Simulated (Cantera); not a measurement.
A Cantera script and its output.

```python
import numpy as np
import cantera as ct

surf = ct.Interface("diamond.yaml", "diamond_100")
gas, bulk = surf.adjacent["gas"], surf.adjacent["diamond"]
k = surf.kinetics_species_index(bulk.species_names[0])
cover = ["c6HH", "c6H*", "c6*H", "c6**", "c6HM", "c6B"]

rows, drift = [], 0.0
print(f"{'T':>10s}{'um/h':>11s}" + "".join(f"{s:>11s}" for s in cover))
for v in [950, 1000, 1050, 1100, 1150, 1200, 1250, 1300, 1350, 1400]:
    T, P, xH, xCH3 = v, 3300, 0.018, 0.00027
    gas.TPX = T, P, {"H": xH, "CH3": xCH3, "CH4": 0.0039, "H2": 1 - xH - xCH3 - 0.0039}
    surf.TP = bulk.TP = T, P
    surf.coverages = "c6H*:0.1, c6HH:0.9"
    surf.advance_coverages(100.0)
    before = surf.coverages
    surf.advance_coverages(100.0)
    drift = max(drift, np.max(np.abs(surf.coverages - before) / (surf.coverages + 1e-9)))
    rate = surf.net_production_rates[k] * bulk.mean_molecular_weight / bulk.density * 3.6e9
    rows.append([rate, *surf[cover].coverages])
    print(f"{v:10.4g}{rate:11.4e}" + "".join(f"{x:11.3e}" for x in rows[-1][1:]))
```

Result:

```
         T       um/h       c6HH       c6H*       c6*H       c6**       c6HM        c6B
       950 3.6452e+00  6.351e-01  1.406e-02  3.312e-01  6.628e-03  9.970e-03  9.892e-09
      1000 4.6119e+00  5.903e-01  1.824e-02  3.709e-01  9.673e-03  7.984e-03  1.251e-08
      1050 5.5324e+00  5.476e-01  2.286e-02  4.069e-01  1.355e-02  6.312e-03  1.501e-08
      1100 6.1208e+00  5.078e-01  2.783e-02  4.389e-01  1.830e-02  4.753e-03  1.661e-08
      1150 5.9553e+00  4.709e-01  3.306e-02  4.668e-01  2.398e-02  3.210e-03  1.616e-08
      1200 4.9427e+00  4.371e-01  3.846e-02  4.906e-01  3.058e-02  1.836e-03  1.341e-08
      1250 3.6964e+00  4.060e-01  4.392e-02  5.103e-01  3.803e-02  8.921e-04  1.003e-08
      1300 2.8505e+00  3.776e-01  4.934e-02  5.259e-01  4.626e-02  3.912e-04  7.735e-09
      1350 2.5013e+00  3.517e-01  5.467e-02  5.378e-01  5.518e-02  1.646e-04  6.787e-09
      1400 2.4280e+00  3.283e-01  5.985e-02  5.467e-01  6.471e-02  6.846e-05  6.589e-09
```

Model: the Harris–Goodwin 1993 mechanism for the reconstructed diamond (100) surface, integrated in Cantera.
